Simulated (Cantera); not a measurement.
An isothermal, constant-pressure homogeneous reactor starts with CO : O2 : H2O : N2 = 0.013 : 0.08 : 0.075 : 1 (molar parts), equivalence ratio 0.081, at 1248 K and 5.10 bar.

Model: GRI-Mech 3.0 (53 species, 325 reactions), integrated in Cantera.

One state of this run: x CO = 1.02e-9; x O2 = 0.0633; x H2O = 0.0646; x HO2 = 1.10e-8; x OH = 2.23e-6. x: mole fraction; the columns are a selection and need not sum to one.

**Question.** Which value of t (s) does it belong to?
A) 0.00562
B) 0.0631
C) 0.000500
D) 26.7

**Answer.** D, 26.7
